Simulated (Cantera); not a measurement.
A closed system holds: 1 mol Pb, 0.92 mol CO, 35 mol H2, at 1223 K and 1 atm.

Method: chemical equilibrium by Gibbs-energy minimisation in Cantera with the NASA 1993 tables (ideal gas, pure condensed phases). Candidate condensed phases: C, C6H6, C7H8, C8H18, H2O, Pb, PbO, PbO2, Pb3O4; 113 gas species. Kinetics and transport are ignored.

Base state: H2 0.971, CO 0.0232, CH4 0.00244, H2O 0.00240, Pb 0.000896, CO2 3.93e-5 (mole fractions); condensed: Pb(l).

### Question
What changes in the equilibrium state with this change: Pb replaced by PbO?

### Answer
| species | before | after |
|---|---|---|
| H2 | 0.971 | 0.946 |
| H2O | 0.00240 | 0.0275 |
| CO | 0.0232 | 0.0249 |
| CH4 | 0.00244 | 0.000210 |
| Pb | 0.000896 | 0.000896 |
| CO2 | 3.93e-5 | 0.000496 |
| Pb(l), mol | 0.968 | 0.968 |
